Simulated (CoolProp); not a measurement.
Model: reference Helmholtz-energy equation of state, Bücker 2006, in CoolProp.

Question: For ethane, give the phase and the cp (kJ/(kg K)), speed of sound (m/s), expansivity (1/kK), Prandtl number at -70.25 °C and 6.91 MPa.

Answer: 
- -70.25 °C and 6.91 MPa: liquid; cp 2.47, speed of sound 1240, expansivity 2.35, Prandtl number 2.26

Viscosity comes from a separate model (Friend 1991). Thermal conductivity comes from a separate model (Friend 1991).
